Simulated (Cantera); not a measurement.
What does this Cantera script print?

```python
import numpy as np
import cantera as ct

gas_names = [...]  # 47 gases of nasa_gas.yaml made of Ca, F, H, N, O
cond_names = """
    Ca(a) Ca(b) Ca(L) CaF2(a) CaF2(b) CaF2(L) CaO(s) CaO(L) CaO2H2(s) H2O(s) H2O(L)
""".split()


# ... load() reads the species with a 1 bar reference pressure and builds the phases ...
atoms = {
    'CaO': {'Ca': 1, 'O': 1},
    'HF': {'H': 1, 'F': 1},
    'N2': {'N': 2},
}
top_T = {}  # K; cautious upper limits of use, not melting points


# ... equilibrate(T, P, feed) seeds the gas with the atoms and calls Mixture.equilibrate('TP', solver="vcs", rtol=1e-11, max_steps=5000) ...
results = []
feed = {'CaO': 1, 'HF': 3.9, 'N2': 9.4}  # mol
T = 1348  # K
for P in [1, 10, 100, 1000, 10000, 100000]:
    mix = equilibrate(T, P, feed)
    results.append((T, P, feed, dict(zip(mix.species_names, mix.species_moles))))
    x = sorted(zip(gas.X, gas.species_names), reverse=True)
    print(f"T = {T:g} K  P = {P:g} Pa  gas = {mix.phase_moles(0):.4g} mol")
    print("   x: " + "  ".join(f"{s} {v:.3e}" for v, s in x if v > 1e-05))
    print("   condensed (mol): " + ("  ".join(f"{mix.phase(i).name} {mix.phase_moles(i):.4g}"
          for i in range(1, mix.n_phases) if mix.phase_moles(i) > 1e-12) or "none"))
```

Result:

```
T = 1348 K  P = 1 Pa  gas = 13 mol
   x: N2 7.229e-01  HF 2.428e-01  H2O 2.834e-02  CaF2 5.602e-03  H2 1.907e-04  O2 8.606e-05  OH 2.417e-05  NO 1.037e-05  H 1.010e-05
   condensed (mol): CaF2(a) 0.2983  CaO(s) 0.6288
T = 1348 K  P = 10 Pa  gas = 12.31 mol
   x: N2 7.637e-01  HF 1.544e-01  H2O 8.106e-02  CaF2 5.602e-04  H2 1.795e-04  O2 7.955e-05  OH 2.254e-05  NO 1.025e-05
   condensed (mol): CaF2(a) 0.9931
T = 1348 K  P = 100 Pa  gas = 12.3 mol
   x: N2 7.641e-01  HF 1.545e-01  H2O 8.120e-02  H2 8.428e-05  CaF2 5.602e-05  O2 3.620e-05  OH 1.042e-05
   condensed (mol): CaF2(a) 0.9993
T = 1348 K  P = 1000 Pa  gas = 12.3 mol
   x: N2 7.642e-01  HF 1.545e-01  H2O 8.126e-02  H2 3.969e-05  O2 1.635e-05
   condensed (mol): CaF2(a) 0.9999
T = 1348 K  P = 10000 Pa  gas = 12.3 mol
   x: N2 7.642e-01  HF 1.545e-01  H2O 8.128e-02  H2 1.879e-05
   condensed (mol): CaF2(a) 1
T = 1348 K  P = 100000 Pa  gas = 12.3 mol
   x: N2 7.642e-01  HF 1.545e-01  H2O 8.129e-02
   condensed (mol): CaF2(a) 1
```

Equilibrium computed with Cantera from the NASA thermochemical tables; the gas is ideal and each condensed phase is pure. Mutual solubility and eutectic melting of coexisting phases are not modelled.
